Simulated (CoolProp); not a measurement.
Vapour pressure (MPa) of propylene glycol: the reference equation beside estimates from Tc = 674.0 K, pc = 7.292 MPa, ω = 0.327.

Model: reference Helmholtz-energy equation of state, Eisenbach 2021, in CoolProp.

| T (K) | reference | Redlich-Kwong | Soave-Redlich-Kwong | Peng-Robinson |
|---|---|---|---|---|
| 445.8 | 0.06175 | 0.3877 | 0.1845 | 0.1856 |
| 463.3 | 0.1080 | 0.5459 | 0.2827 | 0.2828 |
| 480.8 | 0.1797 | 0.7463 | 0.4180 | 0.4162 |
| 498.4 | 0.2872 | 0.9963 | 0.6001 | 0.5953 |
| 515.9 | 0.4407 | 1.299 | 0.8362 | 0.8273 |
| 533.4 | 0.6545 | 1.660 | 1.137 | 1.123 |
| 550.9 | 0.9443 | 2.085 | 1.514 | 1.493 |
| 568.4 | 1.329 | 2.579 | 1.976 | 1.950 |
| 586 | 1.832 | 3.151 | 2.541 | 2.508 |
| 603.5 | 2.474 | 3.799 | 3.212 | 3.174 |

Absolute difference from the reference over all 10 rows, mean and median: Redlich-Kwong 218.4 and 174.2 %, Soave-Redlich-Kwong 94.3 and 81.7 %, Peng-Robinson 93.1 and 79.7 %.
